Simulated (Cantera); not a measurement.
Input: 1 mol Cu, 3.7 mol F2, equilibrated at 475 K and 10.0 Torr.

Equilibrium computed with Cantera from the NASA thermochemical tables; the gas is ideal and each condensed phase is pure. Candidate condensed phases: Cu, CuF2; 6 gas species. Equilibrium is a limit: real reactors are often held back by kinetics, nucleation or transport.

Question: What is the equilibrium state?

Answer: 
| Property | Result |
|---|---|
| x(F2) | 1.000 |
| x(F) | 1.72e-5 |
| n(CuF2(s)) | 1.00 mol |
| gas amount | 2.700 mol |
| log10 activity of Cu(s) (absent) | -49.17 |
